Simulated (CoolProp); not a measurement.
Model: reference Helmholtz-energy equation of state, Span 1996, in CoolProp.

**Question.** For carbon dioxide, give the phase and the cv (kJ/(kg K)), speed of sound (m/s), conductivity (mW/(m K)), Prandtl number at 81.25 °C and 0.101 MPa; 109.65 °C and 0.101 MPa; 280.05 °C and 0.101 MPa.

**Answer.** 
- 81.25 °C and 0.101 MPa: gas; cv 0.711, speed of sound 291, conductivity 21.0, Prandtl number 0.754
- 109.65 °C and 0.101 MPa: gas; cv 0.737, speed of sound 301, conductivity 23.3, Prandtl number 0.750
- 280.05 °C and 0.101 MPa: gas; cv 0.859, speed of sound 357, conductivity 37.2, Prandtl number 0.735

Viscosity comes from a separate model (Laesecke 2017). Thermal conductivity comes from a separate model (Huber 2016).
